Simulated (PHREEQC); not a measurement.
Acid rinse or clean

Solution (25 °C): 0.016 mol H2SO4 and 0.14 mol CuCl2 per kg of water. It is in equilibrium with CO2 at log p = 0 (atm). Otherwise closed; pH follows from the charge balance.

The numbers come from PHREEQC with the ion-association model, phreeqc.dat.

Each row changes one thing in this solution. Precipitation was switched off in this run.

```
case                                                pH  ionic strength (mol/kgw)  SO4-2 (mol/kgw)  HSO4- (mol/kgw)  (CO2)2 (mol/kgw)  HCO3- (mol/kgw)
------------------------------------------------  ----  ------------------------  ---------------  ---------------  ----------------  ---------------
as made                                           1.66                     0.388          0.00546          0.00362           1.92e-5          9.63e-7
CuCl2 from 0.14 to 0.21 mol/kgw                   1.66                     0.555          0.00543          0.00311           1.85e-5          9.86e-7
H2SO4 replaced by Fe2(SO4)3 at the same molality  2.48                     0.428           0.0143          0.00139           1.90e-5          6.37e-6
temperature from 25 to 30 °C                      1.66                     0.379          0.00535          0.00392           1.74e-5          9.04e-7
CuCl2 from 0.14 to 0.154 mol/kgw                  1.66                     0.422          0.00545          0.00350           1.91e-5          9.68e-7
CuCl2 left out                                    1.69                    0.0304          0.00719          0.00881           2.09e-5          8.67e-7
diluted 2-fold with water                         1.93                     0.203          0.00315          0.00139           2.01e-5          1.73e-6
0.015 mol/kgw Na2CO3 added                        2.83                     0.388          0.00687         0.000307           1.92e-5          1.43e-5
temperature from 25 to 15 °C                      1.65                     0.403          0.00568          0.00312           2.42e-5          1.08e-6
```

Species that the database lacks are ignored. Some of these states are supersaturated (in Hematite (slow to form), Goethite (slow to form), for instance).
